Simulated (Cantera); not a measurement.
Feed: 1 mol C₂F₆, 0.86 mol H₂, 0.42 mol CH₄, equilibrated at 4.40 Pa.

Method: chemical equilibrium by Gibbs-energy minimisation in Cantera with the NASA 1993 tables (ideal gas, pure condensed phases). Candidate condensed phases: C, C₆H₆, C₇H₈, C₈H₁₈; 95 gas species. The feed counts by its element totals alone. Gases not in the tables: C₂F₆ and larger saturated fluorocarbons. Kinetics and transport are ignored. All values below are at 1250 °C.

Base state: HF 0.836, CF₄ 0.157, CF₂ 0.00358, F 0.00337, CF₃ 0.000126 (mole fractions); condensed: C(graphite).

Question: What changes in the equilibrium state with this change: pressure from 4.40 Pa to 2.60 Pa?

Answer: 
```
species             before     after
----------------  --------  --------
HF                   0.836     0.834
CF₄                  0.157     0.156
F                  0.00337   0.00499
CF₂                0.00358   0.00464
CF₃               0.000126  0.000143
C(graphite), mol      1.77      1.77
```
